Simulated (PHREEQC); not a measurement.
Solution (25 °C): 0.002 mol HCl and 0.00047 mol MgCl2 per kg of water. Closed to the air; pH follows from the charge balance.

The numbers come from PHREEQC with the ion-association model, wateq4f.dat.

Question: The ionic strength comes out as 0.00341 mol/kgw. What activity coefficients do Mg+2, H+, Cl- get?

Answer: Mg+2 0.78, H+ 0.94, Cl- 0.94.

Precipitation was switched off in this run.
